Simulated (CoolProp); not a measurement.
Methane at 293.15 K and 1.57 MPa is throttled through a valve to 0.594 MPa with no heat exchange. Each further row changes one setting.

Model: reference Helmholtz-energy equation of state, Setzmann 1991, in CoolProp.

```tsv
case	temperature change (K)	final density (kg/m³)
as stated	…	…
outlet pressure 0.178 MPa	…	…
outlet pressure 0.772 MPa	…	…
```

### Question
Fill in the missing entries.

### Answer

- as stated, temperature change (K): -4.4
- as stated, final density (kg/m³): 4.02
- outlet pressure 0.178 MPa, temperature change (K): -6.4
- outlet pressure 0.178 MPa, final density (kg/m³): 1.20
- outlet pressure 0.772 MPa, temperature change (K): -3.6
- outlet pressure 0.772 MPa, final density (kg/m³): 5.22
